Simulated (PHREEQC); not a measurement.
A solution holds 3.8 mmol/kgw HF, 130 mmol/kgw NH4F, 0.32 mmol/kgw (NH4)2SiF6 and 4.9 mmol/kgw H2SO4, at 25 °C. Closed to the air; pH follows from the charge balance.

The numbers come from PHREEQC with the ion-association model, wateq4f.dat.

Each row changes one thing in this solution. No solid was allowed to form.

```csv
case,pH,ionic strength (mol/kgw),F- (mol/kgw),HF (mol/kgw),HF2- (mol/kgw),H2F2 (mol/kgw)
as made,4.14,0.132,0.116,0.00896,0.00412,0.000216
temperature from 25 to 90 °C,4.68,0.133,0.116,(withheld),0.00450,(withheld)
(NH4)2SiF6 from 0.00032 to 0.000352 mol/kgw,4.14,0.133,0.116,0.00896,0.00412,0.000216
H2SO4 left out,4.75,0.131,0.129,0.00248,0.00127,1.66e-5
HF from 0.0038 to 0.00038 mol/kgw,4.27,0.132,0.117,0.00674,0.00312,0.000122
(NH4)2SiF6 replaced by Pb(BF4)2 at the same molality,4.14,0.132,0.116,0.00899,0.00411,(withheld)
NH4F left out,2.12,0.0125,0.000354,0.00359,4.89e-6,3.36e-5
```

Problem. Fill in the missing entries.

Solution. 
- temperature from 25 to 90 °C, HF (mol/kgw): 0.00913
- temperature from 25 to 90 °C, H2F2 (mol/kgw): 1.67e-5
- (NH4)2SiF6 replaced by Pb(BF4)2 at the same molality, H2F2 (mol/kgw): 0.000217

Some of these states are supersaturated (in PbF2, Anglesite, for instance). At this temperature some constants are extrapolated from 25 °C, and those without enthalpy data are left unchanged. Real BF4- forms and hydrolyses slowly; the run takes it at equilibrium.
